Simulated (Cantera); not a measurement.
A Cantera script and what it prints.

```python
import numpy as np
import cantera as ct

gas_names = [...]  # 95 gases of nasa_gas.yaml made of C, F, H
cond_names = """
    C(gr) C6H6(L) C7H8(L) C8H18(L),n-octa
""".split()


# ... load() reads the species with a 1 bar reference pressure and builds the phases ...
atoms = {
    'c-C4F8': {'C': 4, 'F': 8},
    'H2': {'H': 2},
}
top_T = {'C(gr)': 4500}  # K; cautious upper limits of use, not melting points


# ... equilibrate(T, P, feed) seeds the gas with the atoms and calls Mixture.equilibrate('TP', solver="gibbs", rtol=1e-10, max_steps=50000) ...
results = []
feed = {'c-C4F8': 1, 'H2': 0.09}  # mol
P = 23000  # Pa
for T in [1525, 1725, 1925, 2125, 2325, 2525, 2725]:
    mix = equilibrate(T, P, feed)
    results.append((T, P, feed, dict(zip(mix.species_names, mix.species_moles))))

top = {s: max(r[3][s] / sum(r[3][g] for g in gas_names) for r in results) for s in gas_names}
cols = sorted((s for s in top if top[s] > 0.001), key=lambda s: -top[s])[:6]
seen = [c for c in cond_names if any(r[3].get(c, 0) > 1e-12 for r in results)]
print("log10 of partial pressures in bar; condensed amounts in mol")
print(f"{'T/K':>10s}" + "".join(f"{s[:9]:>10s}" for s in cols + seen))
for T, P, feed, n in results:
    ng = sum(n[g] for g in gas_names)
    print(f"{T:10.4g}" + "".join(f"{np.log10(max(n[s] / ng * P / 1e5, 1e-99)):10.3f}" for s in cols)
          + "".join(f"{n.get(c, 0):10.4g}" for c in seen))
```

It prints:

```
log10 of partial pressures in bar; condensed amounts in mol
       T/K       CF4       CF2         F        HF       CF3        CF     C(gr)
      1525    -0.677    -4.548    -5.693    -1.712    -4.882    -9.380     2.045
      1725    -0.678    -3.443    -4.436    -1.713    -3.984    -7.458     2.043
      1925    -0.684    -2.575    -3.441    -1.716    -3.279    -5.941     2.032
      2125    -0.712    -1.886    -2.638    -1.729    -2.726    -4.720     1.983
      2325    -0.812    -1.358    -1.992    -1.775    -2.328    -3.731     1.823
      2525    -1.095    -1.016    -1.498    -1.883    -2.143    -2.951     1.455
      2725    -1.703    -0.910    -1.168    -2.021    -2.262    -2.380     1.116
```

Cantera equilibrium calculation (NASA polynomials, part measured and part estimated; ideal gas, pure solids and liquids). The feed counts by its element totals alone. The tables' values for C2F4 are old estimates; treat these amounts as uncertain. Gases not in the tables: C2F6 and larger saturated fluorocarbons.
